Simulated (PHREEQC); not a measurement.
Solution (20 °C): 1.8 mmol/kgw H2SO4 and 190 mmol/kgw MnSO4. Closed to the air; pH follows from the charge balance.

Equilibrium calculation in PHREEQC: ion-association model, wateq4f.dat.

This is a speciation only: nothing precipitates in the calculation.

### Question
Order these S species by the share of S that they hold, largest first: MnSO4, HSO4-, SO4-2.

### Answer
SO4-2 (52 %), MnSO4 (47 %), HSO4- (1.3 %)

The pH is 3.06 and the ionic strength 0.402 mol/kgw.
